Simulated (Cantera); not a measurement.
## Low-pressure radical oxidation in H2/O2

A perfectly stirred reactor is fed with H₂ : O₂ = 0.024 : 1 (molar parts), at 0.0267 bar; it is held at 1100 K, and followed from long to short residence time.

Computed with Cantera and the H2/O2 subset of GRI-Mech 3.0, which has no nitrogen chemistry. Radical loss at walls, strong at low pressure, is not modelled.

```json
[
 {"τ (s)": "1.4", "x H₂": "9.38e-5", "x O₂": "0.976", "x H": "2.06e-5", "x HO₂": "1.39e-6", "x H₂O": "0.0235", "x O": "0.000646"},
 {"τ (s)": "0.51", "x H₂": "0.000166", "x O₂": "0.975", "x H": "5.49e-5", "x HO₂": "2.02e-6", "x H₂O": "0.0233", "x O": "0.00120"},
 {"τ (s)": "0.18", "x H₂": "0.000296", "x O₂": "0.974", "x H": "0.000146", "x HO₂": "2.87e-6", "x H₂O": "0.0230", "x O": "0.00221"},
 {"τ (s)": "0.066", "x H₂": "0.000523", "x O₂": "0.972", "x H": "0.000357", "x HO₂": "3.86e-6", "x H₂O": "0.0226", "x O": "0.00375"},
 {"τ (s)": "0.024", "x H₂": "0.000949", "x O₂": "0.970", "x H": "0.000807", "x HO₂": "4.96e-6", "x H₂O": "0.0217", "x O": "0.00588"},
 {"τ (s)": "0.0086", "x H₂": "0.00180", "x O₂": "0.967", "x H": "0.00159", "x HO₂": "6.04e-6", "x H₂O": "0.0202", "x O": "0.00814"},
 {"τ (s)": "0.0031", "x H₂": "0.00358", "x O₂": "0.965", "x H": "0.00251", "x HO₂": "6.85e-6", "x H₂O": "0.0176", "x O": "0.00934"},
 {"τ (s)": "0.0011", "x H₂": "0.00740", "x O₂": "0.966", "x H": "0.00286", "x HO₂": "7.12e-6", "x H₂O": "0.0134", "x O": "0.00833"},
 {"τ (s)": "0.00040", "x H₂": "0.0148", "x O₂": "0.970", "x H": "0.00171", "x HO₂": "6.37e-6", "x H₂O": "0.00682", "x O": "0.00466"}
]
```
x: mole fraction; the columns are a selection and need not sum to one.
